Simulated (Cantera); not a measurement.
Cantera run:

```python
import numpy as np
import cantera as ct

gas_names = """
    AL ALH ALO ALOH ALO2 ALO2H AL2 AL2O AL2O2 H HALO HO2 H2 H2O H2O2 O OH O2 O3
""".split()
cond_names = """
    AL(cr) AL(L) AL2O3(a) AL2O3(L) H2O(s) H2O(L)
""".split()


# ... load() reads the species with a 1 bar reference pressure and builds the phases ...
atoms = {
    'Al': {'AL': 1},
    'H2O': {'H': 2, 'O': 1},
    'H2': {'H': 2},
}
top_T = {}  # K; cautious upper limits of use, not melting points


# ... equilibrate(T, P, feed) seeds the gas with the atoms and calls Mixture.equilibrate('TP', solver="vcs", rtol=1e-11, max_steps=5000) ...
results = []
feed = {'Al': 1, 'H2O': 9.7, 'H2': 820}  # mol
T = 998  # K
P = 133.322  # Pa
mix = equilibrate(T, P, feed)
results.append((T, P, feed, dict(zip(mix.species_names, mix.species_moles))))
print(gas.report(threshold=0.001))
for i in range(1, mix.n_phases):
    print(f"{mix.phase(i).name:16s} {mix.phase_moles(i):12.5e} mol")
```

Result:

```
       temperature   998 K
          pressure   133.32 Pa
           density   3.4932e-05 kg/m^3
  mean mol. weight   2.1741 kg/kmol
   phase of matter   gas

                          1 kg             1 kmol
                     ---------------   ---------------
          enthalpy        8.4119e+06        1.8289e+07  J
   internal energy        4.5953e+06        9.9907e+06  J
           entropy        1.0227e+05        2.2234e+05  J/K
    Gibbs function       -9.3649e+07        -2.036e+08  J
 heat capacity c_p             13924             30273  J/K
 heat capacity c_v             10100             21958  J/K

                      mass frac. Y      mole frac. X     chem. pot. / RT
                     ---------------   ---------------   ---------------
                H2           0.91811           0.99012           -24.131
               H2O          0.081892         0.0098831           -65.238
     [  +17 minor]        2.7189e-08        5.8622e-08

AL(L)             0.00000e+00 mol
AL2O3(a)          5.00000e-01 mol
```

Method: chemical equilibrium by Gibbs-energy minimisation in Cantera with the NASA 1993 tables (ideal gas, pure condensed phases).
